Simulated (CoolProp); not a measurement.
Properties of oxygen at several states (Tc = -118.6 °C, pc = 5.046 MPa, ω = 0.022).

Model: reference Helmholtz-energy equation of state, Schmidt 1985, in CoolProp. Above 300 K oxygen's equation is extrapolated.

| T (°C) | p (MPa) | phase | cv (kJ/(kg K)) | speed of sound (m/s) | isothermal compressibility (1/MPa) | conductivity (mW/(m K)) | Prandtl number | fugacity coefficient |
|---|---|---|---|---|---|---|---|---|
| -176.95 | 0.302 | liquid | 0.9077 | 855.0 | 0.002332 | 142 | 2.02 | 0.5777 |
| 130.75 | 1.13 | gas | 0.6835 | 382.1 | 0.8849 | 34.7 | 0.719 | 1.0000 |
| 686.45 | 1.32 | gas | 0.8242 | 574.9 | 0.7550 | 69.4 | 0.749 | 1.003 |
| 240.35 | 17.8 | supercritical | 0.7269 | 460.6 | 0.05311 | 46.6 | 0.760 | 1.041 |

Viscosity comes from a separate model (Lemmon 2004). Thermal conductivity comes from a separate model (Lemmon 2004).
